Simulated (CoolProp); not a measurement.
CH2F2 (R32) along the isobar 0.101 MPa: Z from the reference equation and from simpler models built on Tc = 351.3 K, pc = 5.783 MPa, ω = 0.277; each cubic takes its own stable root.

Computed with CoolProp (reference Helmholtz-energy equation of state, Tillner-Roth 1997).

| T (K) | phase | reference |
|---|---|---|
| 177.3 | liquid | 0.002682 |
| 189.3 | liquid | 0.002571 |
| 201.3 | liquid | 0.002477 |
| 213.3 | liquid | 0.002398 |
| 225.2 | gas | 0.9613 |
| 237.2 | gas | 0.9694 |
| 249.2 | gas | 0.9751 |
| 261.2 | gas | 0.9795 |
| 273.1 | gas | 0.9828 |
| 285.1 | gas | 0.9854 |
| 297.1 | gas | 0.9875 |
| 309.1 | gas | 0.9892 |
| 321 | gas | 0.9906 |
| 333 | gas | 0.9917 |

Question: How far does each simpler model (van der Waals, Redlich-Kwong, Soave-Redlich-Kwong, Peng-Robinson) lie from the reference over these 14 states: mean and median of the absolute difference, and the worst?

Answer: 
- van der Waals: mean 11043.7 %, median 1.2 %, worst +40905.0 % at 213.3 K and 0.101 MPa
- Redlich-Kwong: mean 2907.5 %, median 0.8 %, worst +40600.6 % at 213.3 K and 0.101 MPa
- Soave-Redlich-Kwong: mean 8.7 %, median 0.6 %, worst +29.8 % at 177.3 K and 0.101 MPa
- Peng-Robinson: mean 4.5 %, median 0.6 %, worst +15.4 % at 177.3 K and 0.101 MPa

At some of these states van der Waals, Redlich-Kwong gives the other phase, because its saturation line lies elsewhere.
